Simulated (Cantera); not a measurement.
Input (Python, Cantera) and output of one run.

```python
import numpy as np
import cantera as ct

gas_names = """
    H HNO HNO2 HNO3 HO2 H2 H2O H2O2 N NH NH2 NH3 NH2OH NO NO2 NO3 N2 N2H2 N2H4 N2O O OH O2 O3 Si SiH
    SiH2 SiH3 SiH4 SiN SiO SiO2 Si2 Si2N Si3
""".split()
cond_names = """
    H2O(s) H2O(L) Si(cr) Si(L) SiO2(Lqz) SiO2(hqz) SiO2(L) Si2N2O(s) Si3N4(a)
""".split()


# ... load() reads the species with a 1 bar reference pressure and builds the phases ...
atoms = {
    'Si': {'Si': 1},
    'N2O': {'N': 2, 'O': 1},
    'N2': {'N': 2},
    'H2O': {'H': 2, 'O': 1},
}
top_T = {'Si2N2O(s)': 2100, 'Si3N4(a)': 2400}  # K; cautious upper limits of use, not melting points


# ... equilibrate(T, P, feed) seeds the gas with the atoms and calls Mixture.equilibrate('TP', solver="vcs", rtol=1e-11, max_steps=5000) ...
results = []
feed = {'Si': 1, 'N2O': 0.04, 'N2': 4.7, 'H2O': 0.0018}  # mol
P = 1000  # Pa
for T in [1173, 1223, 1273, 1323, 1373, 1423, 1473, 1523, 1573, 1623, 1673, 1723, 1773, 1823]:
    mix = equilibrate(T, P, feed)
    results.append((T, P, feed, dict(zip(mix.species_names, mix.species_moles))))

top = {s: max(r[3][s] / sum(r[3][g] for g in gas_names) for r in results) for s in gas_names}
cols = sorted((s for s in top if top[s] > 0.0001), key=lambda s: -top[s])[:5]
seen = [c for c in cond_names if any(r[3].get(c, 0) > 1e-12 for r in results)]
print("log10 of partial pressures in bar; condensed amounts in mol")
print(f"{'T/K':>10s}" + "".join(f"{s[:9]:>10s}" for s in cols + seen))
for T, P, feed, n in results:
    ng = sum(n[g] for g in gas_names)
    print(f"{T:10.4g}" + "".join(f"{np.log10(max(n[s] / ng * P / 1e5, 1e-99)):10.3f}" for s in cols)
          + "".join(f"{n.get(c, 0):10.4g}" for c in seen))
```

Result:

```
log10 of partial pressures in bar; condensed amounts in mol
       T/K        N2       SiO        Si        H2     Si(L) Si2N2O(s)  Si3N4(a)
      1173    -2.000   -12.475   -16.250    -5.356         0    0.0418    0.3055
      1223    -2.000   -11.414   -14.986    -5.356         0    0.0418    0.3055
      1273    -2.000   -10.437   -13.823    -5.356         0    0.0418    0.3055
      1323    -2.000    -9.536   -12.748    -5.357         0    0.0418    0.3055
      1373    -2.000    -8.701   -11.753    -5.357         0    0.0418    0.3055
      1423    -2.000    -7.927   -10.828    -5.357         0    0.0418    0.3055
      1473    -2.000    -7.206    -9.968    -5.358         0   0.04177    0.3055
      1523    -2.000    -6.534    -9.164    -5.359         0   0.04168    0.3055
      1573    -2.000    -5.905    -8.413    -5.361         0   0.04129    0.3056
      1623    -2.000    -5.317    -7.708    -5.364         0   0.03983    0.3061
      1673    -2.001    -4.764    -7.046    -5.369         0   0.03474    0.3078
      1723    -2.003    -4.244    -6.423    -5.379         0   0.01829    0.3132
      1773    -2.005    -3.996    -5.835    -5.392         0         0    0.3192
      1823    -2.004    -4.059    -5.355    -5.474    0.9557         0         0
```

These are equilibrium values from Cantera (NASA tables, ideal gas, pure condensed phases), not measurements of a reactor. Mutual solubility and eutectic melting of coexisting phases are not modelled. The tables' values for SiN are old estimates; treat these amounts as uncertain.
